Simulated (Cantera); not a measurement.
# Silicon epitaxy and polysilicon growth: Si₃H₈ + H₂

Feed: 1 mol Si₃H₈, 91 mol H₂, held at 11.3 Torr.

These are equilibrium values from Cantera (NASA tables, ideal gas, pure condensed phases), not measurements of a reactor. Candidate condensed phases: Si; 9 gas species. The feed counts by its element totals alone. Gases not in the tables: Si₂H₆ and higher silanes. Kinetics and transport are ignored.

```json
[
 {"T (K)": "850", "x H₂": "1.00", "x H": "1.67e-10", "x Si": "<1e-12", "x SiH₂": "<1e-12", "x SiH": "<1e-12", "x Si₂": "<1e-12", "x Si₃": "<1e-12", "n Si(s)": "3.00", "n Si(l)": "0"},
 {"T (K)": "925", "x H₂": "1.00", "x H": "2.13e-9", "x Si": "<1e-12", "x SiH₂": "8.89e-12", "x SiH": "<1e-12", "x Si₂": "<1e-12", "x Si₃": "<1e-12", "n Si(s)": "3.00", "n Si(l)": "0"},
 {"T (K)": "1000", "x H₂": "1.00", "x H": "1.85e-8", "x Si": "<1e-12", "x SiH₂": "9.37e-11", "x SiH": "<1e-12", "x Si₂": "<1e-12", "x Si₃": "<1e-12", "n Si(s)": "3.00", "n Si(l)": "0"},
 {"T (K)": "1075", "x H₂": "1.00", "x H": "1.20e-7", "x Si": "<1e-12", "x SiH₂": "7.12e-10", "x SiH": "2.27e-12", "x Si₂": "<1e-12", "x Si₃": "<1e-12", "n Si(s)": "3.00", "n Si(l)": "0"},
 {"T (K)": "1150", "x H₂": "1.000", "x H": "6.09e-7", "x Si": "1.32e-11", "x SiH₂": "4.15e-9", "x SiH": "3.39e-11", "x Si₂": "<1e-12", "x Si₃": "<1e-12", "n Si(s)": "3.00", "n Si(l)": "0"},
 {"T (K)": "1225", "x H₂": "1.000", "x H": "2.54e-6", "x Si": "2.31e-10", "x SiH₂": "1.95e-8", "x SiH": "3.62e-10", "x Si₂": "<1e-12", "x Si₃": "<1e-12", "n Si(s)": "3.00", "n Si(l)": "0"},
 {"T (K)": "1300", "x H₂": "1.000", "x H": "9.03e-6", "x Si": "2.89e-9", "x SiH₂": "7.65e-8", "x SiH": "2.93e-9", "x Si₂": "<1e-12", "x Si₃": "<1e-12", "n Si(s)": "3.00", "n Si(l)": "0"},
 {"T (K)": "1375", "x H₂": "1.000", "x H": "2.80e-5", "x Si": "2.74e-8", "x SiH₂": "2.58e-7", "x SiH": "1.89e-8", "x Si₂": "1.32e-11", "x Si₃": "1.80e-12", "n Si(s)": "3.00", "n Si(l)": "0"},
 {"T (K)": "1450", "x H₂": "1.000", "x H": "7.72e-5", "x Si": "2.05e-7", "x SiH₂": "7.69e-7", "x SiH": "9.98e-8", "x Si₂": "1.81e-10", "x Si₃": "2.95e-11", "n Si(s)": "3.00", "n Si(l)": "0"},
 {"T (K)": "1525", "x H₂": "1.000", "x H": "0.000193", "x Si": "1.26e-6", "x SiH₂": "2.06e-6", "x SiH": "4.47e-7", "x Si₂": "1.92e-9", "x Si₃": "3.65e-10", "n Si(s)": "3.00", "n Si(l)": "0"},
 {"T (K)": "1600", "x H₂": "1.000", "x H": "0.000444", "x Si": "6.50e-6", "x SiH₂": "5.00e-6", "x SiH": "1.73e-6", "x Si₂": "1.62e-8", "x Si₃": "3.55e-9", "n Si(s)": "3.00", "n Si(l)": "0"},
 {"T (K)": "1675", "x H₂": "0.999", "x H": "0.000948", "x Si": "2.89e-5", "x SiH₂": "1.12e-5", "x SiH": "5.95e-6", "x Si₂": "1.13e-7", "x Si₃": "2.79e-8", "n Si(s)": "3.00", "n Si(l)": "0"},
 {"T (K)": "1750", "x H₂": "0.998", "x H": "0.00190", "x Si": "0.000100", "x SiH₂": "2.08e-5", "x SiH": "1.62e-5", "x Si₂": "5.18e-7", "x Si₃": "1.27e-7", "n Si(s)": "0", "n Si(l)": "2.99"}
]
```
x: gas mole fraction; n: condensed amount in mol.

From 850 K to 1675 K the condensed part is Si(s). At 1750 K the condensed part is Si(l).
